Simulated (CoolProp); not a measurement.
Normal hydrogen at 252.05 K and 0.744 MPa flows at 1.8 m/s in a round tube of 25 mm bore and 0.25 µm roughness, fully developed (64/Re and Nu = 3.66 if laminar; Colebrook and Gnielinski if turbulent). Each further row changes one setting.

Values from CoolProp's reference Helmholtz-energy equation of state, Leachman 2009.

```
case              Reynolds number  Darcy friction factor  pressure drop (Pa/m)  heat-transfer coefficient (W/(m² K))  mass flow (kg/h)
----------------  ---------------  ---------------------  --------------------  ------------------------------------  ----------------
as stated                    4040             (withheld)                  1.84                            (withheld)        (withheld)
velocity 3.6 m/s             8080                 0.0327            (withheld)                            (withheld)        (withheld)
diameter 50 mm               8080                 0.0327            (withheld)                                  79.1              9.06
```

**Question.** What belongs in the gaps?

**Answer.** 
- as stated, Darcy friction factor: 0.0398
- as stated, heat-transfer coefficient (W/(m² K)): 84.6
- as stated, mass flow (kg/h): 2.27
- velocity 3.6 m/s, pressure drop (Pa/m): 6.04
- velocity 3.6 m/s, heat-transfer coefficient (W/(m² K)): 158
- velocity 3.6 m/s, mass flow (kg/h): 4.53
- diameter 50 mm, pressure drop (Pa/m): 0.755

Viscosity comes from a separate model (Muzny 2013). Thermal conductivity comes from a separate model (Assael 2011).
